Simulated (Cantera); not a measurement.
A freely propagating, adiabatic, planar premixed flame of CH4 : CO : O2 : N2 : CO2 = 1 : 0.44 : 2.22 : 6.88 : 1.8 (molar parts), equivalence ratio 1.0, unburnt at 350 K and 1500 Torr; mixture-averaged transport, grid criteria slope 0.08 and curve 0.16, no radiation.

Cantera simulation using GRI-Mech 3.0 (53 species, 325 reactions); the numbers are that mechanism's predictions, not measurements. Burning velocities carry a grid error of a few per cent, more on coarse grids.

Q: Predict: laminar burning velocity; thermal thickness; peak x(HO2); peak x(H2); peak x(HCO).

A: 
```
Property                     Result
------------------------  ---------
laminar burning velocity  22.5 cm/s
thermal thickness          0.368 mm
peak x(HO2)                0.000145
peak x(H2)                  0.00976
peak x(HCO)                 1.50e-5
```
